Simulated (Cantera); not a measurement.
Input: 1 mol BN, 0.18 mol H2O, at 973 K and 0.520 bar.

Equilibrium computed with Cantera from the NASA thermochemical tables; the gas is ideal and each condensed phase is pure. Candidate condensed phases: B, BN, B2O3, B3O3H3, H2O; 39 gas species. Gases not in the tables: H3BO3. The numbers say what is thermodynamically allowed, not how fast it happens.

Base state: H2 0.747, N2 0.249, H2O 0.00370, NH3 0.000117 (mole fractions); condensed: BN(s) + B2O3(l).

Task: What changes in the equilibrium state with this change: H2O from 0.18 to 26 mol?

Result: 
| species | before | after |
|---|---|---|
| H2O | 0.00370 | 0.911 |
| H2 | 0.747 | 0.0570 |
| N2 | 0.249 | 0.0190 |
| (HBO2)3 | 5.20e-6 | 0.0127 |
| NH3 | 0.000117 | 6.81e-7 |
| HBO2 | 1.24e-6 | 1.66e-5 |
| BN(s), mol | 0.881 | 0 |
| B2O3(l), mol | 0.0597 | 0 |

Task: What changes in the equilibrium state with this change: BN replaced by Si3N4?

Result: 
| species | before | after |
|---|---|---|
| H2 | 0.747 | 0.750 |
| N2 | 0.249 | 0.250 |
| NH3 | 0.000117 | 0.000118 |
| H2O | 0.00370 | <1e-9 |
| BN(s), mol | 0.881 | 0 |
| B2O3(l), mol | 0.0597 | 0 |
| Si2N2O(s), mol | 0 | 0.180 |
| Si3N4(s), mol | 0 | 0.880 |
Further candidate phases: Si, SiO2, Si2N2O, Si3N4.

Task: What changes in the equilibrium state with this change: temperature from 973 K to 2100 K?

Result: 
```
species        before    after
------------  -------  -------
H2              0.747    0.492
N2              0.249    0.217
HBO             <1e-9    0.102
B2O3            <1e-9   0.0968
B2O2            <1e-9   0.0498
HBO2          1.24e-6   0.0298
BO              <1e-9  0.00831
H             1.30e-9  0.00303
B3O3H3          <1e-9  4.06e-5
BO2             <1e-9  2.63e-5
BH2             <1e-9  2.62e-5
BN(s), mol      0.881    0.861
B2O3(l), mol   0.0597        0
```
The tables' values for BH2 are old estimates; treat these amounts as uncertain.
